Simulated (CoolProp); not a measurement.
Hydrogen chloride along the isobar 0.874 MPa: density (kg/m³) from the reference equation and from simpler models built on Tc = 324.7 K, pc = 8.314 MPa, ω = 0.130; each cubic takes its own stable root.

The numbers come from the reference Helmholtz-energy equation of state, Thol 2018 in CoolProp.

```json
[
 {"T (K)": "300.5", "phase": "gas", "reference": "13.45", "ideal gas": "12.75", "Soave-Redlich-Kwong": "13.38"},
 {"T (K)": "314.7", "phase": "gas", "reference": "12.75", "ideal gas": "12.18", "Soave-Redlich-Kwong": "12.69"},
 {"T (K)": "328.9", "phase": "gas", "reference": "12.12", "ideal gas": "11.65", "Soave-Redlich-Kwong": "12.08"},
 {"T (K)": "343.1", "phase": "gas", "reference": "11.56", "ideal gas": "11.17", "Soave-Redlich-Kwong": "11.52"},
 {"T (K)": "357.3", "phase": "gas", "reference": "11.05", "ideal gas": "10.73", "Soave-Redlich-Kwong": "11.02"},
 {"T (K)": "371.5", "phase": "gas", "reference": "10.59", "ideal gas": "10.32", "Soave-Redlich-Kwong": "10.56"},
 {"T (K)": "385.7", "phase": "gas", "reference": "10.17", "ideal gas": "9.937", "Soave-Redlich-Kwong": "10.15"},
 {"T (K)": "399.9", "phase": "gas", "reference": "9.787", "ideal gas": "9.584", "Soave-Redlich-Kwong": "9.760"},
 {"T (K)": "414.1", "phase": "gas", "reference": "9.431", "ideal gas": "9.255", "Soave-Redlich-Kwong": "9.405"},
 {"T (K)": "428.4", "phase": "gas", "reference": "9.098", "ideal gas": "8.947", "Soave-Redlich-Kwong": "9.073"},
 {"T (K)": "442.6", "phase": "gas", "reference": "8.791", "ideal gas": "8.660", "Soave-Redlich-Kwong": "8.767"}
]
```
